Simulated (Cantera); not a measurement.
Charge: 1 mol Si3N4, 1.3 mol HCl, at 952 °C and 51.0 mbar.

Equilibrium computed with Cantera from the NASA thermochemical tables; the gas is ideal and each condensed phase is pure. Candidate condensed phases: NH4Cl, Si, Si3N4; 28 gas species. The tables' values for SiCl3 are old estimates; treat these amounts as uncertain. Kinetics and transport are ignored.

Base state: HCl 0.464, H2 0.290, SiCl4 0.140, N2 0.0986, SiCl3 0.00411, SiHCl3 0.00273, SiCl2 0.000954 (mole fractions); condensed: Si3N4(s).

Problem. What changes in the equilibrium state with this change: temperature from 952 °C to 1050 °C?

Solution. 
| species | before | after |
|---|---|---|
| HCl | 0.464 | 0.471 |
| H2 | 0.290 | 0.281 |
| SiCl4 | 0.140 | 0.126 |
| SiCl3 | 0.00411 | 0.0125 |
| N2 | 0.0986 | 0.0992 |
| SiCl2 | 0.000954 | 0.00685 |
| SiH2Cl2 | 7.12e-6 | 1.65e-5 |
| SiHCl3 | 0.00273 | 0.00380 |
| Si3N4(s), mol | 0.939 | 0.938 |
